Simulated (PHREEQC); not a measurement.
Brine: an equilibrium model

Make-up at 25 °C: 0.73 mol/kgw NaCl, 1.6 mol/kgw MgSO4 and 0.33 mol/kgw LiCl. Closed to the air; pH follows from the charge balance.

Computed with PHREEQC (Pitzer model, pitzer.dat).

This is a speciation only: nothing precipitates in the calculation.

Q: Estimate the activity of water, density, osmotic coefficient.

A: activity of water 0.912; density 1.198 g/cm³; osmotic coefficient 0.956.
